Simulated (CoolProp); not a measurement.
Model: reference Helmholtz-energy equation of state, Thol 2012, in CoolProp.

Task: For benzene, give the phase and the cv (kJ/(kg K)), Joule-Thomson coefficient (K/MPa) at 297.45 °C and 0.0215 MPa.

Result: 
- 297.45 °C and 0.0215 MPa: gas; cv 1.87, Joule-Thomson coefficient 6.76
